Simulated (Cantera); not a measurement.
A perfectly stirred reactor is fed with NH₃ : H₂ = 1 : 3.1 (molar parts), at 1100 Pa; it is held at 2148 K, and followed from long to short residence time.

Model: the gas-phase N/H chemistry of the illustrative SiF4/NH3 mechanism in the Surface Chemkin manual (1991), integrated in Cantera. Walls and surfaces, which speed up NH3 decomposition in real reactors, are not modelled.

Problem. What does this change do: H2 3.1 to 1.1 parts?

Solution. 
| quantity | before | after |
|---|---|---|
| x(NH₃) at τ = 7.70 s | 0.0124 | 0.0233 |
| x(H₂) at τ = 7.70 s | 0.891 | 0.821 |
| x(N₂) at τ = 7.70 s | 0.0928 | 0.153 |
| x(N₂H₄) at τ = 7.70 s | 3.95e-11 | 8.71e-11 |
| x(N) at τ = 7.70 s | 4.56e-6 | 4.17e-6 |
| x(NH₃) at τ = 48.0 ms | 0.223 | 0.424 |
| x(H₂) at τ = 48.0 ms | 0.767 | 0.556 |
| x(N₂) at τ = 48.0 ms | 0.00771 | 0.0168 |
| x(N₂H₄) at τ = 48.0 ms | 1.66e-9 | 4.39e-9 |
| x(N) at τ = 48.0 ms | 3.44e-6 | 3.56e-6 |

Problem. What does this change do: pressure from 1100 Pa to 7300 Pa?

Solution. 
| quantity | before | after |
|---|---|---|
| x(NH₃) at τ = 7.70 s | 0.0124 | 0.000759 |
| x(H₂) at τ = 7.70 s | 0.891 | 0.891 |
| x(N₂) at τ = 7.70 s | 0.0928 | 0.0972 |
| x(N₂H₄) at τ = 7.70 s | 3.95e-11 | 8.50e-12 |
| x(N) at τ = 7.70 s | 4.56e-6 | 7.36e-6 |
| x(NH₃) at τ = 48.0 ms | 0.223 | 0.168 |
| x(H₂) at τ = 48.0 ms | 0.767 | 0.800 |
| x(N₂) at τ = 48.0 ms | 0.00771 | 0.0302 |
| x(N₂H₄) at τ = 48.0 ms | 1.66e-9 | 6.32e-9 |
| x(N) at τ = 48.0 ms | 3.44e-6 | 2.75e-6 |
